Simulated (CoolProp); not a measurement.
Model: reference Helmholtz-energy equation of state, Platzer 1990, in CoolProp. This equation is an older, rougher fit; its heat capacities, sound speeds and derivatives of the liquid may be far off and weren't checked against measurements.

Q: Give the vapour pressure (MPa), liquid density (kg/m³), vapour density (kg/m³), enthalpy of vaporisation (kJ/kg) of saturated R21 at 349, 361, 397.3 K.

A: 
```json
[
 {"T (K)": "349", "p (MPa)": "0.777", "liquid density (kg/m³)": "1230", "vapour density (kg/m³)": "32.1", "enthalpy of vaporisation (kJ/kg)": "197"},
 {"T (K)": "361", "p (MPa)": "1.02", "liquid density (kg/m³)": "1200", "vapour density (kg/m³)": "42.3", "enthalpy of vaporisation (kJ/kg)": "187"},
 {"T (K)": "397.3", "p (MPa)": "2.12", "liquid density (kg/m³)": "1070", "vapour density (kg/m³)": "91.9", "enthalpy of vaporisation (kJ/kg)": "153"}
]
```
